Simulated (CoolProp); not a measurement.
Model: reference Helmholtz-energy equation of state, Gao 2020, in CoolProp.

### Question
For ammonia, give the phase and the cp (kJ/(kg K)), Joule-Thomson coefficient (K/MPa), viscosity (µPa s), conductivity (mW/(m K)) at 137.55 °C and 0.0625 MPa; 186.25 °C and 0.0625 MPa; 202.45 °C and 0.0625 MPa.

### Answer
- 137.55 °C and 0.0625 MPa: gas; cp 2.30, Joule-Thomson coefficient 9.87, viscosity 14.4, conductivity 38.8
- 186.25 °C and 0.0625 MPa: gas; cp 2.39, Joule-Thomson coefficient 7.15, viscosity 16.3, conductivity 46.4
- 202.45 °C and 0.0625 MPa: gas; cp 2.42, Joule-Thomson coefficient 6.48, viscosity 16.9, conductivity 49.1

Viscosity comes from a separate model (Fenghour 1995). Thermal conductivity comes from a separate model (Tufeu 1984).
